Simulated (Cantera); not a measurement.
An isothermal, constant-pressure homogeneous reactor starts with 0.367 % H2, 52.4 % O2, 47.2 % N2, equivalence ratio 0.0035, at 1350 K and 20.0 Torr.

Model: the H2/O2 subset of GRI-Mech 3.0, which has no nitrogen chemistry, integrated in Cantera. Radical loss at walls, strong at low pressure, is not modelled.

One state of this run: x H2 = 2.57e-6; x O2 = 0.523; x H = 9.50e-6; x OH = 0.000218; x H2O = 0.00356. x: mole fraction; the columns are a selection and need not sum to one.

Problem. Which value of t (s) does it belong to?
A) 0.00207
B) 0.483
C) 2.29
D) 0.0467

Solution. B, 0.483
